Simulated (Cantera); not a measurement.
**Transport properties of process gases**

Gas mixture: 100 % N2O, at 100000 Pa, frozen composition.

Cantera's kinetic-theory transport with the Lennard-Jones parameters of GRI-Mech 3.0, ideal gas; thermal conductivity in the mixture-averaged form. The composition is frozen, though it would react at the higher temperatures.

```json
[
 {"T (K)": "400", "ρ (kg/m³)": "1.32", "cp (J/kg/K)": "970.3", "μ (µPa s)": "19.5", "λ (mW/m/K)": "25.5", "Pr": "0.741", "D (cm²/s) H2": "1.09", "D (cm²/s) OH": "0.416", "D (cm²/s) O": "0.425"},
 {"T (K)": "500", "ρ (kg/m³)": "1.06", "cp (J/kg/K)": "1043", "μ (µPa s)": "23.6", "λ (mW/m/K)": "33.2", "Pr": "0.740", "D (cm²/s) H2": "1.60", "D (cm²/s) OH": "0.616", "D (cm²/s) O": "0.629"},
 {"T (K)": "600", "ρ (kg/m³)": "0.882", "cp (J/kg/K)": "1101", "μ (µPa s)": "27.3", "λ (mW/m/K)": "40.7", "Pr": "0.739", "D (cm²/s) H2": "2.18", "D (cm²/s) OH": "0.844", "D (cm²/s) O": "0.863"},
 {"T (K)": "700", "ρ (kg/m³)": "0.756", "cp (J/kg/K)": "1150", "μ (µPa s)": "30.8", "λ (mW/m/K)": "47.9", "Pr": "0.739", "D (cm²/s) H2": "2.83", "D (cm²/s) OH": "1.10", "D (cm²/s) O": "1.12"},
 {"T (K)": "800", "ρ (kg/m³)": "0.662", "cp (J/kg/K)": "1192", "μ (µPa s)": "34.0", "λ (mW/m/K)": "54.9", "Pr": "0.739", "D (cm²/s) H2": "3.53", "D (cm²/s) OH": "1.38", "D (cm²/s) O": "1.41"},
 {"T (K)": "900", "ρ (kg/m³)": "0.588", "cp (J/kg/K)": "1227", "μ (µPa s)": "37.1", "λ (mW/m/K)": "61.5", "Pr": "0.740", "D (cm²/s) H2": "4.30", "D (cm²/s) OH": "1.68", "D (cm²/s) O": "1.72"},
 {"T (K)": "1000", "ρ (kg/m³)": "0.529", "cp (J/kg/K)": "1255", "μ (µPa s)": "40.0", "λ (mW/m/K)": "68.0", "Pr": "0.739", "D (cm²/s) H2": "5.13", "D (cm²/s) OH": "2.01", "D (cm²/s) O": "2.05"},
 {"T (K)": "1100", "ρ (kg/m³)": "0.481", "cp (J/kg/K)": "1275", "μ (µPa s)": "42.8", "λ (mW/m/K)": "74.1", "Pr": "0.736", "D (cm²/s) H2": "6.01", "D (cm²/s) OH": "2.36", "D (cm²/s) O": "2.41"},
 {"T (K)": "1200", "ρ (kg/m³)": "0.441", "cp (J/kg/K)": "1294", "μ (µPa s)": "45.5", "λ (mW/m/K)": "80.1", "Pr": "0.735", "D (cm²/s) H2": "6.95", "D (cm²/s) OH": "2.72", "D (cm²/s) O": "2.79"}
]
```
D: mixture-averaged diffusion coefficient of that species in the mixture.
